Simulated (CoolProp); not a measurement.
The fluid at 287.83 K and 1.61 MPa is throttled through a valve to 0.362 MPa with no heat exchange. The same conditions are run with several fluids, on thermodynamics alone (safety and materials aside).

Computed with CoolProp (reference Helmholtz-energy equation of state of each fluid (R143a: Lemmon and Jacobsen 2000; R245ca: Zhou 2016; sulfur dioxide: Gao 2016; C3F8 (R218): Lemmon 2006; n-undecane: Aleksandrov 2011)).

```json
[
 {"fluid": "R143a", "temperature change (K)": "-30.9", "final phase": "two-phase, vapour fraction 0.227", "final density (kg/m³)": "67.2"},
 {"fluid": "R245ca", "temperature change (K)": "+0.3", "final phase": "liquid", "final density (kg/m³)": "1410"},
 {"fluid": "sulfur dioxide", "temperature change (K)": "+0.3", "final phase": "liquid", "final density (kg/m³)": "1390"},
 {"fluid": "C3F8 (R218)", "temperature change (K)": "-18.8", "final phase": "two-phase, vapour fraction 0.222", "final density (kg/m³)": "145"},
 {"fluid": "n-undecane", "temperature change (K)": "+0.5", "final phase": "liquid", "final density (kg/m³)": "744"}
]
```
